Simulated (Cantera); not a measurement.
A counterflow diffusion flame at 1.18 atm, nozzles 20 mm apart: fuel side H2 : N2 = 1 : 0.42 (molar parts) at 375 K, oxidiser side O2 : N2 = 0.19 : 0.81 (molar parts) at 500 K, fuel mass flux 0.58 times the oxidiser's; mixture-averaged transport, no radiation.

Cantera simulation using the H2/O2 subset of GRI-Mech 3.0, which has no nitrogen chemistry; the numbers are that mechanism's predictions, not measurements. The maximum strain rate includes the flame's own expansion and is several times the mean.

x: mole fraction; the columns are a selection and need not sum to one.

| oxidiser flux (kg/m²/s) | max strain (1/s) | mean strain (1/s) | T max (K) | peak x OH | peak x H | peak x H2O | peak x HO2 |
|---|---|---|---|---|---|---|---|
| 0.72 | 453 | 99.2 | 2253 | 0.0136 | 0.0109 | 0.255 | 4.08e-5 |
| 0.91 | 567 | 125 | 2225 | 0.0137 | 0.0119 | 0.253 | 4.88e-5 |
| 1.1 | 673 | 152 | 2202 | 0.0138 | 0.0128 | 0.251 | 5.55e-5 |
| 1.4 | 834 | 193 | 2176 | 0.0140 | 0.0140 | 0.250 | 6.41e-5 |
| 1.8 | ___ | 248 | 2147 | 0.0141 | ___ | 0.248 | ___ |
| 2.3 | ___ | 317 | 2115 | 0.0141 | 0.0168 | 0.246 | ___ |
| 2.8 | 1530 | 386 | 2088 | 0.0141 | 0.0180 | 0.245 | 9.49e-5 |
| 3.6 | 1890 | 496 | 2051 | 0.0140 | 0.0196 | 0.243 | 0.000108 |
| 4.5 | 2290 | 620 | 2019 | 0.0139 | 0.0212 | 0.241 | 0.000119 |
| 5.6 | 2730 | 772 | 1984 | 0.0137 | 0.0228 | 0.240 | 0.000131 |

Q: Some entries are withheld; supply them.

A: 
- 1.8, max strain (1/s): 1040
- 1.8, peak x H: 0.0154
- 1.8, peak x HO2: 7.45e-5
- 2.3, max strain (1/s): 1290
- 2.3, peak x HO2: 8.50e-5
